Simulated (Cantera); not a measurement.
**Thermodynamics of abatement and gas-phase synthesis, feed HI + H2 + O2**

Input: 1 mol HI, 4.7 mol H2, a varied amount of O2, held at 3450 K and 1.00 bar.

These are equilibrium values from Cantera (NASA tables, ideal gas, pure condensed phases), not measurements of a reactor. Candidate condensed phases: H2O, I2; 12 gas species. Rates play no part.

```tsv
n(O2) (mol)	x H2	x H	x O2	x O	x H2O	x OH	x I
0.092	0.480	0.365	3.19e-5	0.00245	0.0162	0.00551	0.126
0.14	0.471	0.361	7.56e-5	0.00377	0.0245	0.00840	0.126
0.22	0.456	0.355	0.000194	0.00604	0.0380	0.0132	0.125
0.33	0.436	0.348	0.000461	0.00931	0.0559	0.0200	0.125
0.5	0.406	0.336	0.00115	0.0147	0.0822	0.0304	0.124
0.77	0.361	0.316	0.00308	0.0241	0.120	0.0470	0.123
1.2	0.298	0.287	0.00889	0.0409	0.168	0.0725	0.120
1.8	0.228	0.251	0.0236	0.0667	0.209	0.103	0.115
2.8	0.153	0.206	0.0618	0.108	0.228	0.137	0.104
4.2	0.100	0.167	0.123	0.152	0.210	0.156	0.0891
6.4	0.0631	0.132	0.205	0.196	0.171	0.160	0.0719
9.8	0.0386	0.103	0.293	0.235	0.125	0.150	0.0551
```
x: gas mole fraction; nothing condenses.

From 0.092 mol O2 to 9.8 mol O2 nothing is condensed.
